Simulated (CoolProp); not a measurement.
Computed with CoolProp (reference Helmholtz-energy equation of state, Lemmon 2003). It is a pseudo-pure fit of the blend.

For R410A, give the phase and the isothermal compressibility (1/MPa), conductivity (mW/(m K)) at 285.3 K and 27.2 bar; 285.3 K and 40.8 bar.


- 285.3 K and 27.2 bar: liquid; isothermal compressibility 0.00569, conductivity 97.7
- 285.3 K and 40.8 bar: liquid; isothermal compressibility 0.00524, conductivity 99.0

Thermal conductivity comes from a separate model (Geller 2001).
